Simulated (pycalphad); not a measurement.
**Effect of Si content in Al-Si-Fe**

Computed with pycalphad from the COST 507 light-alloy database (1999), at 1 atm. The data set is of 1999 and partly superseded. Amounts are mole fractions of atoms.

```json
[
 {"alloy": "Al-0.4638Si-6.015Fe (wt.%)", "liquidus (K)": "1074", "first solid": "AL13FE4", "solidus (K)": "905", "phases at 800 K": "fcc 0.86, AL13FE4 0.09, ALFESI_ALPHA 0.05"},
 {"alloy": "Al-0.9275Si-6.014Fe (wt.%)", "liquidus (K)": "___", "first solid": "AL13FE4", "solidus (K)": "905", "phases at 800 K": "___"},
 {"alloy": "Al-1.844Si-6.012Fe (wt.%)", "liquidus (K)": "1063", "first solid": "AL13FE4", "solidus (K)": "893", "phases at 800 K": "fcc 0.84, ALFESI_ALPHA 0.14, ALFESI_BETA 0.03"},
 {"alloy": "Al-3.686Si-6.007Fe (wt.%)", "liquidus (K)": "1049", "first solid": "AL13FE4", "solidus (K)": "881", "phases at 800 K": "fcc 0.80, ALFESI_BETA 0.20"},
 {"alloy": "Al-5.525Si-6.003Fe (wt.%)", "liquidus (K)": "1034", "first solid": "AL13FE4", "solidus (K)": "849", "phases at 800 K": "fcc 0.78, ALFESI_BETA 0.20, diamond (Si) 0.02"},
 {"alloy": "Al-7.361Si-5.999Fe (wt.%)", "liquidus (K)": "1020", "first solid": "AL13FE4", "solidus (K)": "849", "phases at 800 K": "fcc 0.76, ALFESI_BETA 0.20, diamond (Si) 0.04"}
]
```

Task: Fill in the missing entries.

Result: 
- Al-0.9275Si-6.014Fe (wt.%), liquidus (K): 1071
- Al-0.9275Si-6.014Fe (wt.%), phases at 800 K: fcc 0.85, ALFESI_ALPHA 0.11, AL13FE4 0.04

Database names, with the compositions (at.%) that they take in these runs: AL13FE4: Al 75 Fe 24 Si 0; ALFESI_ALPHA: Al 71-74 Fe 19 Si 7-10; ALFESI_BETA: Al 70 Si 15 Fe 15.
